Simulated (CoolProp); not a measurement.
Carbon dioxide at 453.62 K and 1.32 MPa is throttled through a valve to 0.632 MPa with no heat exchange. Each further row changes one setting.

Values from CoolProp's reference Helmholtz-energy equation of state, Span 1996.

```tsv
case	temperature change (K)	final density (kg/m³)
as stated	?	?
outlet pressure 0.19 MPa	?	?
outlet pressure 0.822 MPa	?	9.72
```

**Question.** Some entries are withheld; supply them.

**Answer.** 
- as stated, temperature change (K): -2.7
- as stated, final density (kg/m³): 7.47
- outlet pressure 0.19 MPa, temperature change (K): -4.5
- outlet pressure 0.19 MPa, final density (kg/m³): 2.24
- outlet pressure 0.822 MPa, temperature change (K): -2.0
